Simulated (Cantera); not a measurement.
An isothermal, constant-pressure homogeneous reactor starts with 81.3 % NO, 18.7 % N2, at 1650 K and 1.01 bar.

Model: GRI-Mech 3.0 (53 species, 325 reactions), integrated in Cantera.

### Question
Predict: x(NO) at 50.0 s; x(O2) at 50.0 s; x(O) at 50.0 s; x(NO2) at 50.0 s; x(N2) at 50.0 s.

### Answer
| Quantity | Result |
|---|---|
| x(NO) at 50.0 s | 0.132 (gas-phase equilibrium 0.00288) |
| x(O2) at 50.0 s | 0.340 (gas-phase equilibrium 0.405) |
| x(O) at 50.0 s | 1.51e-5 (gas-phase equilibrium 1.65e-5) |
| x(NO2) at 50.0 s | 0.000597 (gas-phase equilibrium 1.42e-5) |
| x(N2) at 50.0 s | 0.527 (gas-phase equilibrium 0.592) |
